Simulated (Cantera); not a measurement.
A closed system holds: 1 mol PbO, 0.35 mol C, 1.4 mol N₂, held at 775 °C and 0.000360 bar.

Method: chemical equilibrium by Gibbs-energy minimisation in Cantera with the NASA 1993 tables (ideal gas, pure condensed phases). Candidate condensed phases: C, Pb, PbO, PbO₂, Pb₃O₄; 27 gas species. Mutual solubility and eutectic melting of coexisting phases are not modelled. Kinetics and transport are ignored.

Base state: N₂ 0.697, CO₂ 0.174, Pb 0.125, PbO 0.00389, CO 2.56e-5 (mole fractions); condensed: Pb(l) + PbO(yellow).

### Question
What changes in the equilibrium state with this change: pressure from 0.000360 bar to 0.0780 bar?

### Answer
| species | before | after |
|---|---|---|
| N₂ | 0.697 | 0.800 |
| CO₂ | 0.174 | 0.200 |
| Pb | 0.125 | 0.000575 |
| PbO | 0.00389 | 1.79e-5 |
| CO | 2.56e-5 | 2.94e-5 |
| Pb(l), mol | 0.450 | 0.699 |
| PbO(yellow), mol | 0.292 | 0.300 |
